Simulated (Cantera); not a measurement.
An isothermal, constant-pressure homogeneous reactor starts with 21.4 % H₂, 35.7 % O₂, 42.9 % N₂, at 948 K and 0.133 bar.

Cantera simulation using the H2/O2 subset of GRI-Mech 3.0, which has no nitrogen chemistry; the numbers are that mechanism's predictions, not measurements. Radical loss at walls, strong at low pressure, is not modelled. Below about 950 K walls govern HO2 and H2O2 in real vessels. The temperature is held fixed by assumption; the heat of reaction is taken as removed at once.

x: mole fraction; the columns are a selection and need not sum to one.

| t (s) | x H₂ | x O₂ | x H₂O₂ | x H | x H₂O | x O |
|---|---|---|---|---|---|---|
| 1.00e-6 | 0.214 | 0.357 | <1e-12 | 1.64e-12 | <1e-12 | <1e-12 |
| 1.15e-5 | 0.214 | 0.357 | <1e-12 | 1.83e-11 | 1.52e-12 | 1.64e-12 |
| 0.000132 | 0.214 | 0.357 | <1e-12 | 7.89e-10 | 9.40e-10 | 1.94e-10 |
| 0.00151 | 0.0190 | 0.286 | 6.20e-6 | 0.00219 | 0.216 | 0.00131 |
| 0.0173 | 0.00168 | 0.281 | 6.88e-6 | 2.57e-6 | 0.238 | 1.75e-5 |
| 0.199 | 0.000184 | 0.280 | 2.06e-6 | 4.04e-8 | 0.240 | 6.62e-7 |
| 2.28 | [?] | 0.280 | [?] | 6.51e-11 | 0.240 | [?] |
| 26.2 | 8.47e-11 | 0.280 | 4.28e-10 | <1e-12 | 0.240 | 3.09e-10 |
| 300 | 2.15e-11 | 0.280 | 7.09e-11 | <1e-12 | 0.240 | 4.77e-11 |

Question: What belongs in the gaps?

Answer: 
- 2.28, x H₂: 1.33e-6
- 2.28, x H₂O₂: 3.19e-9
- 2.28, x O: 3.51e-9
